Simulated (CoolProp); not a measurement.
Saturation properties of C3F8 (R218) (Tc = 345.0 K, pc = 26.40 bar, ω = 0.317).

Values from CoolProp's reference Helmholtz-energy equation of state, Lemmon 2006. It is a short technical equation, of lower accuracy than the large ones.

```
T (K)  p (bar)  vapour density (kg/m³)  surface tension (mN/m)  liquid conductivity (mW/(m K))
-----  -------  ----------------------  ----------------------  ------------------------------
229.9   0.7491                   7.703                    11.3                            63.8
231.7   0.8165                   8.354                    11.1                            63.3
233.6   0.8927                   9.086                    10.8                            62.8
235.4   0.9699                   9.826                    10.6                            62.3
237.3    1.057                   10.66                    10.4                            61.8
239.1    1.145                   11.49                    10.2                            61.3
241      1.244                   12.43                    9.96                            60.8
242.8    1.344                   13.38                    9.75                            60.3
244.7    1.456                   14.43                    9.53                            59.8
246.5    1.568                   15.49                    9.32                            59.3
248.4    1.694                   16.68                    9.10                            58.8
250.2    1.820                   17.87                    8.89                            58.3
252.1    1.961                   19.19                    8.68                            57.7
253.9    2.103                   20.51                    8.47                            57.2
255.7    2.251                   21.91                    8.27                            56.7
```

It boils at 236.4 K under 1 atm.

Thermal conductivity comes from a separate model (Huber 2003), an estimate that may be off by 10 % or more. Surface tension comes from a separate correlation (Mulero 2012).
